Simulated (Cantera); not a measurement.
## Hydrocarbon pyrolysis for carbon deposition

A perfectly stirred reactor is fed with 12.8 % CH₄, 87.2 % H₂, at 1.01 bar; it is held at 1700 K, and followed from long to short residence time.

Detailed kinetics in Cantera: GRI-Mech 3.0 (53 species, 325 reactions). GRI-Mech 3.0 stops at C3 and has no aromatics, soot or wall deposition, so with more carbon than oxygen in the feed, carbon stays in small species such as C2H2 where larger ones or solid carbon would form.

```json
[
 {"τ (s)": "2.6", "x CH₄": "0.0280", "x H₂": "0.927", "x H": "0.000141", "x CH₂": "1.34e-8", "x C₂H₆": "4.97e-6", "x C₂H₂": "0.0425", "x C₂H": "3.60e-8"},
 {"τ (s)": "1.0", "x CH₄": "0.0330", "x H₂": "0.925", "x H": "0.000139", "x CH₂": "1.53e-8", "x C₂H₆": "6.05e-6", "x C₂H₂": "0.0404", "x C₂H": "3.39e-8"},
 {"τ (s)": "0.42", "x CH₄": "0.0414", "x H₂": "0.920", "x H": "0.000136", "x CH₂": "1.86e-8", "x C₂H₆": "8.29e-6", "x C₂H₂": "0.0368", "x C₂H": "3.04e-8"},
 {"τ (s)": "0.17", "x CH₄": "0.0553", "x H₂": "0.912", "x H": "0.000133", "x CH₂": "2.36e-8", "x C₂H₆": "1.30e-5", "x C₂H₂": "0.0308", "x C₂H": "2.50e-8"},
 {"τ (s)": "0.067", "x CH₄": "0.0742", "x H₂": "0.902", "x H": "0.000129", "x CH₂": "3.00e-8", "x C₂H₆": "2.15e-5", "x C₂H₂": "0.0227", "x C₂H": "1.81e-8"},
 {"τ (s)": "0.027", "x CH₄": "0.0936", "x H₂": "0.891", "x H": "0.000125", "x CH₂": "3.61e-8", "x C₂H₆": "3.25e-5", "x C₂H₂": "0.0143", "x C₂H": "1.12e-8"},
 {"τ (s)": "0.011", "x CH₄": "0.109", "x H₂": "0.882", "x H": "0.000122", "x CH₂": "4.06e-8", "x C₂H₆": "4.28e-5", "x C₂H₂": "0.00751", "x C₂H": "5.78e-9"},
 {"τ (s)": "0.0044", "x CH₄": "0.119", "x H₂": "0.876", "x H": "0.000119", "x CH₂": "4.29e-8", "x C₂H₆": "4.94e-5", "x C₂H₂": "0.00321", "x C₂H": "2.44e-9"},
 {"τ (s)": "0.0018", "x CH₄": "0.124", "x H₂": "0.874", "x H": "0.000116", "x CH₂": "4.28e-8", "x C₂H₆": "5.11e-5", "x C₂H₂": "0.00114", "x C₂H": "8.49e-10"},
 {"τ (s)": "0.00071", "x CH₄": "0.126", "x H₂": "0.872", "x H": "0.000111", "x CH₂": "3.96e-8", "x C₂H₆": "4.75e-5", "x C₂H₂": "0.000289", "x C₂H": "2.05e-10"},
 {"τ (s)": "0.00029", "x CH₄": "0.127", "x H₂": "0.872", "x H": "9.91e-5", "x CH₂": "3.22e-8", "x C₂H₆": "3.73e-5", "x C₂H₂": "4.94e-5", "x C₂H": "3.14e-11"}
]
```
x: mole fraction; the columns are a selection and need not sum to one.
